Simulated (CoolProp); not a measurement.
Ethylene at 298.15 K and 11.1 MPa is throttled through a valve to 0.452 MPa with no heat exchange. Each further row changes one setting.

Computed with CoolProp (reference Helmholtz-energy equation of state, Smukala 2000).

```
case                       temperature change (K)  final phase  final density (kg/m³)
-------------------------  ----------------------  -----------  ---------------------
as stated                                     ___          ___                    ___
outlet pressure 0.136 MPa                     ___          ___                   3.73
outlet pressure 0.588 MPa                     ___          ___                    ___
```

### Question
Some entries are withheld; supply them.

### Answer

- as stated, temperature change (K): -98.3
- as stated, final phase: two-phase, vapour fraction 0.659
- as stated, final density (kg/m³): 12.7
- outlet pressure 0.136 MPa, temperature change (K): -123.6
- outlet pressure 0.136 MPa, final phase: two-phase, vapour fraction 0.733
- outlet pressure 0.588 MPa, temperature change (K): -91.7
- outlet pressure 0.588 MPa, final phase: two-phase, vapour fraction 0.639
- outlet pressure 0.588 MPa, final density (kg/m³): 16.8
